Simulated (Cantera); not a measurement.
Cantera run:

```python
import numpy as np
import cantera as ct

gas_names = """
    Hg N NO NO2 NO3 N2 N2O O O2 O3
""".split()
cond_names = """
    Hg(cr) Hg(L) HgO(s)
""".split()


# ... load() reads the species with a 1 bar reference pressure and builds the phases ...
atoms = {
    'HgO': {'Hg': 1, 'O': 1},
    'O2': {'O': 2},
    'N2': {'N': 2},
}
top_T = {}  # K; cautious upper limits of use, not melting points


# ... equilibrate(T, P, feed) seeds the gas with the atoms and calls Mixture.equilibrate('TP', solver="vcs", rtol=1e-11, max_steps=5000) ...
results = []
T = 1600  # K
P = 220  # Pa
for m in [0.13, 0.22, 0.36, 0.61, 1, 1.7, 2.9, 4.9, 8.2, 14, 23, 39, 66]:
    feed = {'HgO': 1, 'O2': 0.12, 'N2': m}  # mol
    mix = equilibrate(T, P, feed)
    results.append((T, P, feed, dict(zip(mix.species_names, mix.species_moles))))

top = {s: max(r[3][s] / sum(r[3][g] for g in gas_names) for r in results) for s in gas_names}
cols = sorted((s for s in top if top[s] > 1e-05), key=lambda s: -top[s])[:7]
seen = [c for c in cond_names if any(r[3].get(c, 0) > 1e-12 for r in results)]
print("log10 of partial pressures in bar; condensed amounts in mol")
print(f"{'n(N2)':>10s}" + "".join(f"{s[:9]:>10s}" for s in cols + seen))
for T, P, feed, n in results:
    ng = sum(n[g] for g in gas_names)
    print(f"{feed['N2']:10.4g}" + "".join(f"{np.log10(max(n[s] / ng * P / 1e5, 1e-99)):10.3f}" for s in cols)
          + "".join(f"{n.get(c, 0):10.4g}" for c in seen))
```

Output:

```
log10 of partial pressures in bar; condensed amounts in mol
     n(N2)        N2        Hg        O2        NO         O
      0.13    -3.789    -2.901    -3.109    -5.771    -6.393
      0.22    -3.582    -2.922    -3.131    -5.679    -6.404
      0.36    -3.399    -2.954    -3.163    -5.604    -6.420
      0.61    -3.222    -3.006    -3.215    -5.541    -6.446
         1    -3.077    -3.076    -3.285    -5.503    -6.481
       1.7    -2.949    -3.179    -3.388    -5.491    -6.533
       2.9    -2.851    -3.313    -3.523    -5.509    -6.600
       4.9    -2.782    -3.472    -3.683    -5.555    -6.680
       8.2    -2.736    -3.650    -3.861    -5.621    -6.769
        14    -2.705    -3.851    -4.064    -5.707    -6.871
        23    -2.687    -4.049    -4.263    -5.798    -6.970
        39    -2.675    -4.266    -4.483    -5.902    -7.080
        66    -2.668    -4.488    -4.707    -6.010    -7.192
```

Equilibrium computed with Cantera from the NASA thermochemical tables; the gas is ideal and each condensed phase is pure.
